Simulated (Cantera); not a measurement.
Input: 1 mol Fe₃O₄, 2.4 mol CH₄, 0.54 mol N₂, 0.69 mol CO, at 7.50 Torr.

Method: chemical equilibrium by Gibbs-energy minimisation in Cantera with the NASA 1993 tables (ideal gas, pure condensed phases). Candidate condensed phases: C, C₆H₆, C₇H₈, C₈H₁₈, Fe, Fe(CO)₅, FeO, Fe(OH)₂, Fe(OH)₃, Fe₂O₃, Fe₃O₄, H₂O; 140 gas species. The numbers say what is thermodynamically allowed, not how fast it happens.

### Question
Which condensed phases are stable at each of these points (T (K)): 2025, 2075, 2125, 2175, 2225, 2275, 2325, 2375, 2425?

### Answer
```
T (K)  condensed phases  Fe condensed (%)
-----  ----------------  ----------------
2025              Fe(l)              85.6
2075              Fe(l)              74.4
2125              Fe(l)              54.6
2175              Fe(l)              18.0
2225           gas only               0.0
2275           gas only               0.0
2325           gas only               0.0
2375           gas only               0.0
2425           gas only               0.0
```

From 2025 K to 2175 K the condensed part is Fe(l). From 2225 K to 2425 K nothing is condensed.
